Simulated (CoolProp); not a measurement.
Vapour-liquid equilibrium of propane (1) + R152A (2) at 0.267 MPa; x and y are mole fractions of (1).

Model: multi-fluid Helmholtz-energy mixture model, Lemmon 2009 and Outcalt 1996; pair parameters Bell 2016, in CoolProp.

```json
[
 {"x": "0.05", "bubble temperature, mixture model (K)": "267.7", "bubble temperature, Raoult's law (K)": "272.4", "y, mixture model": "0.216", "y, Raoult's law": "0.087"},
 {"x": "0.125", "bubble temperature, mixture model (K)": "261.8", "bubble temperature, Raoult's law (K)": "270.8", "y, mixture model": "0.407", "y, Raoult's law": "0.206"},
 {"x": "0.2", "bubble temperature, mixture model (K)": "258.2", "bubble temperature, Raoult's law (K)": "269.2", "y, mixture model": "0.512", "y, Raoult's law": "0.315"},
 {"x": "0.275", "bubble temperature, mixture model (K)": "256.0", "bubble temperature, Raoult's law (K)": "267.7", "y, mixture model": "0.575", "y, Raoult's law": "0.413"},
 {"x": "0.35", "bubble temperature, mixture model (K)": "254.7", "bubble temperature, Raoult's law (K)": "266.3", "y, mixture model": "0.616", "y, Raoult's law": "0.501"},
 {"x": "0.425", "bubble temperature, mixture model (K)": "253.8", "bubble temperature, Raoult's law (K)": "264.9", "y, mixture model": "0.645", "y, Raoult's law": "0.582"},
 {"x": "0.5", "bubble temperature, mixture model (K)": "253.2", "bubble temperature, Raoult's law (K)": "263.5", "y, mixture model": "0.667", "y, Raoult's law": "0.655"},
 {"x": "0.575", "bubble temperature, mixture model (K)": "252.9", "bubble temperature, Raoult's law (K)": "262.2", "y, mixture model": "0.687", "y, Raoult's law": "0.721"},
 {"x": "0.65", "bubble temperature, mixture model (K)": "252.6", "bubble temperature, Raoult's law (K)": "261.0", "y, mixture model": "0.709", "y, Raoult's law": "0.782"},
 {"x": "0.725", "bubble temperature, mixture model (K)": "252.5", "bubble temperature, Raoult's law (K)": "259.8", "y, mixture model": "0.735", "y, Raoult's law": "0.837"},
 {"x": "0.8", "bubble temperature, mixture model (K)": "252.6", "bubble temperature, Raoult's law (K)": "258.6", "y, mixture model": "0.770", "y, Raoult's law": "0.887"},
 {"x": "0.875", "bubble temperature, mixture model (K)": "253.0", "bubble temperature, Raoult's law (K)": "257.4", "y, mixture model": "0.823", "y, Raoult's law": "0.932"},
 {"x": "0.95", "bubble temperature, mixture model (K)": "254.1", "bubble temperature, Raoult's law (K)": "256.3", "y, mixture model": "0.909", "y, Raoult's law": "0.974"}
]
```

The largest gap from Raoult's law is -11.7 K in bubble temperature, at x = 0.275. y crosses x between x = 0.725 and 0.8: the model has an azeotrope there.

Pair parameters are fitted to limited data, so mixtures are less certain than the pure fluids.
